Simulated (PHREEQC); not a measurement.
Consider water at 25 °C with 0.016 mol/kgw NH4Cl, 0.00051 mol/kgw Na2HPO4 and 6.8e-05 mol/kgw KCl. Closed to the air; pH follows from the charge balance.

All values are PHREEQC results (ion-association model, phreeqc.dat), not measurements.

Each row changes one thing in this solution. This is a speciation only: nothing precipitates in the calculation.

| case | pH | ionic strength (mol/kgw) | HPO4-2 (mol/kgw) | H2PO4- (mol/kgw) | NH3 (mol/kgw) | NaHPO4- (mol/kgw) | SI of Halite (NaCl) | SI of Sylvite (KCl) |
|---|---|---|---|---|---|---|---|---|
| as made | 7.34 | 0.0173 | 0.000339 | 0.000171 | 0.000170 | 4.04e-7 | -6.47 | -6.98 |
| KCl replaced by KOH at the same molality | 7.44 | 0.0172 | 0.000364 | 0.000146 | 0.000214 | 4.34e-7 | -6.47 | -6.98 |
| temperature from 25 to 75 °C | 6.41 | 0.0168 | 0.000119 | 0.000391 | 0.000391 | 1.36e-7 | -6.51 | -7.20 |
| 0.013 mol/kgw NH3 added | 9.22 | 0.0176 | 0.000505 | 3.37e-6 | 0.0130 | 6.00e-7 | -6.47 | -6.98 |
| Na2HPO4 from 0.00051 to 0.000765 mol/kgw | 7.44 | 0.0179 | 0.000548 | 0.000216 | 0.000216 | 9.73e-7 | -6.29 | -6.98 |
| NH4Cl from 0.016 to 0.0176 mol/kgw | 7.31 | 0.0188 | 0.000334 | 0.000176 | 0.000176 | 3.91e-7 | -6.43 | -6.94 |
| NH4Cl from 0.016 to 0.0016 mol/kgw | 7.93 | 0.00306 | 0.000439 | 7.01e-5 | 6.92e-5 | 6.87e-7 | -7.39 | -7.90 |

At this temperature some constants are extrapolated from 25 °C, and those without enthalpy data are left unchanged.
